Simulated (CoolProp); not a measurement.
Computed with CoolProp (reference Helmholtz-energy equation of state, Lemmon 2006). It is a short technical equation, of lower accuracy than the large ones.

### Question
For isopentane, give the phase and the Z, cv (kJ/(kg K)), isothermal compressibility (1/MPa), viscosity (µPa s) at 11.95 °C and 8.37 MPa; 37.45 °C and 0.11 MPa.

### Answer
- 11.95 °C and 8.37 MPa: liquid; Z 0.399, cv 1.66, isothermal compressibility 0.00172, viscosity 237
- 37.45 °C and 0.11 MPa: gas; Z 0.957, cv 1.61, isothermal compressibility 9.52, viscosity 7.29

Viscosity comes from a separate model (Chung 1988), a generic estimate that can be far off for the liquid and wasn't checked against measurements.
